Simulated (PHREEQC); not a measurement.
MgCl2 is added in steps, without added water, to 1 kg of water holding 0.78 mmol/kgw H2S and 13 mmol/kgw NiCl2, at 20 °C. The system is closed to oxygen. The system is closed to CO2. Only these solids could form: Brucite, Ni(OH)2, Millerite.

Base run: PHREEQC, ion-association model, wateq4f.dat. Each further column changes one thing. The table gives pH.

```tsv
MgCl2 added (mol)	base	H2S from 0.00078 to 0.00039 mol/kgw
0	2.88	3.18
0.00325	2.89	3.18
0.008125	2.89	3.19
0.01137	2.90	3.19
0.01625	2.90	3.20
0.0195	2.91	3.20
0.02275	2.91	3.20
0.02763	2.91	3.20
0.03087	2.91	3.21
0.03575	2.92	3.21
0.039	2.92	3.21
```

The polysulfide entries of wateq4f.dat were taken out for this run.
